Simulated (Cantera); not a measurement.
An isothermal, constant-pressure homogeneous reactor starts with H₂ : O₂ : N₂ = 0.012 : 1 : 0.8 (molar parts), at 1050 K and 0.825 Torr. Integrator tolerance rtol = 1e-08.

Detailed kinetics in Cantera: the H2/O2 subset of GRI-Mech 3.0, which has no nitrogen chemistry. Radical loss at walls, strong at low pressure, is not modelled.

Problem. What does this change do: N2 0.8 to 3.2 parts?

Solution. 
```json
[
 {"quantity": "x(H₂) at 10.0 s", "before": "2.11e-5 (gas-phase equilibrium 9.83e-11)", "after": "1.20e-5 (gas-phase equilibrium 6.44e-11)"},
 {"quantity": "x(O₂) at 10.0 s", "before": "0.548 (gas-phase equilibrium 0.550)", "after": "0.235 (gas-phase equilibrium 0.236)"},
 {"quantity": "x(H₂O₂) at 10.0 s", "before": "1.01e-9 (gas-phase equilibrium <1e-12)", "after": "4.20e-10 (gas-phase equilibrium <1e-12)"},
 {"quantity": "x(OH) at 10.0 s", "before": "0.000241 (gas-phase equilibrium 5.27e-7)", "after": "0.000119 (gas-phase equilibrium 2.79e-7)"},
 {"quantity": "x(O) at 10.0 s", "before": "0.00327 (gas-phase equilibrium 1.51e-8)", "after": "0.00189 (gas-phase equilibrium 9.87e-9)"},
 {"quantity": "x(H₂O) at 10.0 s", "before": "0.00637 (gas-phase equilibrium 0.00664)", "after": "0.00270 (gas-phase equilibrium 0.00285)"}
]
```

Problem. What does this change do: 0.019 parts H2O added?

Solution. 
| quantity | before | after |
|---|---|---|
| x(H₂) at 10.0 s | 2.11e-5 (gas-phase equilibrium 9.83e-11) | 3.91e-5 (gas-phase equilibrium 2.53e-10) |
| x(O₂) at 10.0 s | 0.548 (gas-phase equilibrium 0.550) | 0.543 (gas-phase equilibrium 0.545) |
| x(H₂O₂) at 10.0 s | 1.01e-9 (gas-phase equilibrium <1e-12) | 2.43e-9 (gas-phase equilibrium 2.16e-12) |
| x(OH) at 10.0 s | 0.000241 (gas-phase equilibrium 5.27e-7) | 0.000327 (gas-phase equilibrium 8.40e-7) |
| x(O) at 10.0 s | 0.00327 (gas-phase equilibrium 1.51e-8) | 0.00231 (gas-phase equilibrium 1.50e-8) |
| x(H₂O) at 10.0 s | 0.00637 (gas-phase equilibrium 0.00664) | 0.0166 (gas-phase equilibrium 0.0170) |
